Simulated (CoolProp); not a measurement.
Vapour-liquid equilibrium of carbon dioxide (1) + n-butane (2) at 253 K; x and y are mole fractions of (1).

Computed with CoolProp (multi-fluid Helmholtz-energy mixture model, Span 1996 and Bücker 2006; pair parameters Kunz 2012).

```csv
x,"bubble pressure, mixture model (MPa)","bubble pressure, Raoult's law (MPa)","y, mixture model","y, Raoult's law"
0.05,[?],0.1407,0.807,0.697
0.2,0.7541,0.4280,[?],0.916
0.35,1.109,0.7154,0.959,0.959
0.5,1.323,1.003,0.967,0.978
0.65,1.477,1.290,0.973,0.988
0.8,[?],1.577,[?],0.994
0.95,1.862,1.865,0.993,0.999
```

### Question
What belongs in the gaps?

### Answer

- 0.05, bubble pressure, mixture model (MPa): 0.2348
- 0.2, y, mixture model: 0.939
- 0.8, bubble pressure, mixture model (MPa): 1.639
- 0.8, y, mixture model: 0.980

The largest gap from Raoult's law is +76.2 % in bubble pressure, at x = 0.2. No azeotrope shows between x = 0.05 and 0.95.

Pair parameters are fitted to limited data, so mixtures are less certain than the pure fluids. With so large a gap from Raoult's law the liquid may split in two, which this calculation doesn't test in full.
